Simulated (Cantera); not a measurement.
## Low-pressure radical oxidation in H2/O2

An isothermal, constant-pressure homogeneous reactor starts with 28.1 % H2, 71.9 % O2, equivalence ratio 0.20, at 1050 K and 17.3 Torr.

Detailed kinetics in Cantera: the H2/O2 subset of GRI-Mech 3.0, which has no nitrogen chemistry. Radical loss at walls, strong at low pressure, is not modelled. The temperature is held fixed by assumption; the heat of reaction is taken as removed at once.

```csv
t (s),x H2,x O2,x H2O2,x HO2,x O,x H2O
7.00e-6,0.281,0.719,<1e-12,8.70e-11,3.80e-12,<1e-12
2.08e-5,0.281,0.719,<1e-12,2.59e-10,3.02e-11,1.83e-11
6.20e-5,0.281,0.719,<1e-12,7.76e-10,2.25e-10,3.11e-10
0.000185,0.281,0.719,1.92e-12,2.38e-9,2.46e-9,6.81e-9
0.000549,0.281,0.719,2.76e-11,2.38e-8,3.93e-7,1.40e-6
0.00164,0.0649,0.623,9.24e-7,2.14e-5,0.0367,0.163
0.00487,0.00534,0.660,1.33e-6,2.95e-5,0.0117,0.308
0.0145,0.000384,0.673,1.02e-6,1.23e-5,0.000722,0.325
0.0431,3.26e-5,0.673,4.08e-7,2.29e-6,6.41e-5,0.326
0.128,3.81e-6,0.674,1.44e-7,4.25e-7,9.78e-6,0.326
0.382,6.62e-7,0.674,5.22e-8,9.95e-8,2.13e-6,0.326
1.14,1.56e-7,0.674,1.91e-8,2.77e-8,5.64e-7,0.326
3.39,4.34e-8,0.674,6.91e-9,8.76e-9,1.66e-7,0.326
10.1,1.31e-8,0.674,2.46e-9,3.49e-9,5.17e-8,0.326
30.0,4.22e-9,0.674,8.74e-10,2.38e-9,1.69e-8,0.326
```
x: mole fraction; the columns are a selection and need not sum to one.

Equilibrium at this temperature and pressure: H2 9.55e-10, O2 0.674, H2O2 2.11e-10, HO2 3.36e-9, O 3.64e-9, H2O 0.326 (gas phase only).
